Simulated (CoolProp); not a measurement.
Vapour-liquid equilibrium of sulfur hexafluoride (1) + R113 (2) at -2.35 °C; x and y are mole fractions of (1).

Computed with CoolProp (multi-fluid Helmholtz-energy mixture model, Guder 2009 and Marx 1992; pair parameters Bell 2016).

```tsv
x	bubble pressure (bar)	y at the bubble point	dew pressure at overall composition x (bar)	liquid density (mol/L)
0.05	1.275	0.892	0.1412	8.790
0.2	2.269	0.940	0.1678	9.146
0.35	2.788	0.953	0.2066	9.556
0.5	3.737	0.970	0.2690	10.01
0.65	5.435	0.986	0.3854	10.47
0.8	8.004	0.996	0.6795	10.86
0.95	10.89	0.999	2.648	10.94
```

No azeotrope shows between x = 0.05 and 0.95.

Pair parameters are fitted to limited data, so mixtures are less certain than the pure fluids. The gap from Raoult's law changes sign with composition, which may be real or a fault of the pair parameters; it wasn't checked against measurements. With so large a gap from Raoult's law the liquid may split in two, which this calculation doesn't test in full.
